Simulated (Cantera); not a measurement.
Input (Python, Cantera):

```python
import numpy as np
import cantera as ct

surf = ct.Interface("ptcombust.yaml", "Pt_surf")
gas = surf.adjacent["gas"]
gas.TPX = 773, 220000, {'H2': 0.039, 'O2': 0.011, 'N2': 0.79}
surf.TP = 773, 220000
reactor = ct.FlowReactor(gas, clone=False)
reactor.area = 0.0001  # m2
reactor.surface_area_to_volume_ratio = 770  # 1/m
reactor.mass_flow_rate = 1.3 * reactor.area * gas.density  # inlet velocity 1.3 m/s
reactor.energy_enabled = False
wall = ct.ReactorSurface(surf, reactor, clone=False)
net = ct.ReactorNet([reactor])
net.rtol, net.atol = 1e-8, 1e-16
show, cover = ['H2', 'O2', 'H2O'], ['PT(S)', 'H(S)', 'O(S)', 'OH(S)', 'CO(S)', 'C(S)']

rows = []
print(f"{'z/m':>9s}{'u/(m/s)':>9s}" + "".join(f"{s:>13s}" for s in show + cover))
for z in [7.9e-05, 0.00015, 0.00029, 0.00057, 0.0011, 0.0021, 0.0041, 0.0079]:
    net.advance(z)
    rows.append([reactor.speed, *gas[show].X, *surf[cover].coverages])
    print(f"{z:9.4g}{rows[-1][0]:9.3g}" + "".join(f"{x:13.4e}" for x in rows[-1][1:]))
```

Result:

```
      z/m  u/(m/s)           H2           O2          H2O        PT(S)         H(S)         O(S)        OH(S)        CO(S)         C(S)
  7.9e-05     1.29   3.8679e-02   9.1805e-03   7.9333e-03   9.3250e-01   6.7397e-02   1.5888e-06   4.1741e-06  -1.0313e-26  -1.0134e-23
  0.00015     1.29   3.3647e-02   6.6383e-03   1.3085e-02   9.3607e-01   6.3774e-02   1.2237e-06   3.3951e-06  -1.6017e-25  -2.2423e-22
  0.00029     1.29   2.7373e-02   3.4685e-03   1.9509e-02   9.4088e-01   5.8897e-02   6.9986e-07   2.2818e-06   4.0367e-24  -3.7786e-19
  0.00057     1.28   2.2342e-02   9.2736e-04   2.4659e-02   9.4509e-01   5.4627e-02   2.0413e-07   1.2331e-06   5.6262e-24   1.0005e-16
   0.0011     1.28   2.0654e-02   7.4663e-05   2.6387e-02   9.4659e-01   5.3107e-02   1.7659e-08   8.3989e-07   2.4420e-23   5.2403e-17
   0.0021     1.28   2.0508e-02   6.3803e-07   2.6537e-02   9.4673e-01   5.2973e-02   9.0757e-10   8.0459e-07   1.2866e-22  -1.4339e-16
   0.0041     1.28   2.0507e-02   4.6553e-11   2.6538e-02   9.4673e-01   5.2972e-02   7.6279e-10   8.0429e-07   2.6959e-22   2.3296e-17
   0.0079     1.28   2.0507e-02   1.0827e-17   2.6538e-02   9.4673e-01   5.2972e-02   7.6278e-10   8.0429e-07   3.0190e-22   4.5238e-22
```

Computed with Cantera and Deutschmann's 1995 Pt surface mechanism with GRI-Mech 3.0 gas chemistry. Catalytic surfaces can have several steady states; this one follows from the mechanism file's or the stated starting coverage. Mass transfer to the wall is taken as infinitely fast.
